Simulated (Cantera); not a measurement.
Gas activation for diamond growth

An isothermal, constant-pressure homogeneous reactor starts with CH4 : H2 : N2 : H2O = 0.04 : 1 : 0.0039 : 0.0058 (molar parts), at 2625 K and 40.5 Torr.

Cantera simulation using GRI-Mech 3.0 (53 species, 325 reactions); the numbers are that mechanism's predictions, not measurements. GRI-Mech 3.0 stops at C3 and has no aromatics, soot or wall deposition, so with more carbon than oxygen in the feed, carbon stays in small species such as C2H2 where larger ones or solid carbon would form.

| t (s) | x CH4 | x H2 | x H | x C2H | x CH2 |
|---|---|---|---|---|---|
| 0.000400 | 0.00584 | 0.929 | 0.0390 | 4.89e-5 | 0.000226 |
| 0.00155 | 0.000620 | 0.920 | 0.0540 | 8.82e-5 | 6.05e-5 |
| 0.00603 | 0.000141 | 0.899 | 0.0770 | 0.000119 | 3.00e-5 |
| 0.0234 | 8.83e-6 | 0.855 | 0.122 | 0.000190 | 5.31e-6 |
| 0.0908 | 4.35e-6 | 0.814 | 0.163 | 0.000259 | 5.10e-6 |
| 0.352 | 4.18e-6 | 0.812 | 0.166 | 0.000262 | 5.09e-6 |
| 1.37 | 4.18e-6 | 0.812 | 0.166 | 0.000259 | 5.08e-6 |
| 5.31 | 4.13e-6 | 0.812 | 0.166 | 0.000251 | 5.03e-6 |
| 20.6 | 4.05e-6 | 0.812 | 0.166 | 0.000238 | 4.93e-6 |
| 80.0 | 3.99e-6 | 0.812 | 0.166 | 0.000231 | 4.86e-6 |
x: mole fraction; the columns are a selection and need not sum to one.

Equilibrium at this temperature and pressure: CH4 4.04e-6, H2 0.812, H 0.166, C2H 0.000230, CH2 4.91e-6 (gas phase only).
